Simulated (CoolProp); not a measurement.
The numbers come from the reference Helmholtz-energy equation of state, Akasaka 2023 in CoolProp.

### Question
For R1224YDZ, give the phase and the density (kg/m³), cv (kJ/(kg K)) at 307 K and 3.04 MPa.

### Answer
- 307 K and 3.04 MPa: liquid; density 1350, cv 0.826
